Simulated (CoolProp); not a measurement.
Aqueous potassium carbonate as a coolant, 23 % by mass, freezing at -11.0 °C, 1 atm.

Values from CoolProp's Melinder's fits for secondary coolants.

```
T (°C)  density (kg/m³)  viscosity (mPa s)  cp (kJ/(kg K))  Prandtl number
------  ---------------  -----------------  --------------  --------------
-4.7               1231               3.57           3.159             ___
0.9                1230               3.03           3.168            17.6
6.4                1228                ___           3.176            15.0
11.9               1226               2.28           3.184            12.9
17.4               1223               2.02           3.192            11.3
23                 1220               1.79           3.200            9.87
28.5                ___               1.61           3.208             ___
34                 1215               1.45           3.216            7.76
39.5               1212               1.30           3.223            6.91
```

Q: What belongs in the gaps?

A: 
- -4.7, Prandtl number: 21.1
- 6.4, viscosity (mPa s): 2.61
- 28.5, density (kg/m³): 1218
- 28.5, Prandtl number: 8.74
